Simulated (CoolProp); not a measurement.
Hexamethyldisiloxane (MM) along the isotherm 529.1 K: fugacity coefficient from the reference equation and from simpler models built on Tc = 518.7 K, pc = 1931 kPa, ω = 0.418; each cubic takes its own stable root.

The numbers come from the reference Helmholtz-energy equation of state, Thol 2016 in CoolProp.

| p (kPa) | phase | reference | van der Waals | Redlich-Kwong | Soave-Redlich-Kwong | Peng-Robinson |
|---|---|---|---|---|---|---|
| 193 | gas | 0.9669 | 0.9718 | 0.9680 | 0.9685 | 0.9649 |
| 386 | gas | 0.9341 | 0.9437 | 0.9365 | 0.9374 | 0.9305 |
| 579 | gas | 0.9017 | 0.9157 | 0.9052 | 0.9067 | 0.8967 |
| 772 | gas | 0.8697 | 0.8877 | 0.8743 | 0.8763 | 0.8635 |
| 966 | gas | 0.8378 | 0.8596 | 0.8434 | 0.8459 | 0.8306 |
| 1160 | gas | 0.8062 | 0.8313 | 0.8127 | 0.8158 | 0.7982 |
| 1350 | gas | 0.7754 | 0.8034 | 0.7827 | 0.7863 | 0.7669 |
| 1540 | gas | 0.7447 | 0.7750 | 0.7526 | 0.7568 | 0.7357 |
| 1740 | gas | 0.7123 | 0.7444 | 0.7206 | 0.7255 | 0.7030 |
| 1930 | gas | 0.6811 | 0.7139 | 0.6893 | 0.6952 | 0.6717 |
| 2120 | supercritical | 0.6487 | 0.6792 | 0.6558 | 0.6636 | 0.6394 |
| 2320 | supercritical | 0.6116 | 0.6398 | 0.6173 | 0.6275 | 0.6033 |
| 2510 | supercritical | 0.5770 | 0.6070 | 0.5840 | 0.5947 | 0.5707 |
| 2700 | supercritical | 0.5464 | 0.5784 | 0.5547 | 0.5655 | 0.5416 |
| 2900 | supercritical | 0.5182 | 0.5522 | 0.5277 | 0.5384 | 0.5146 |
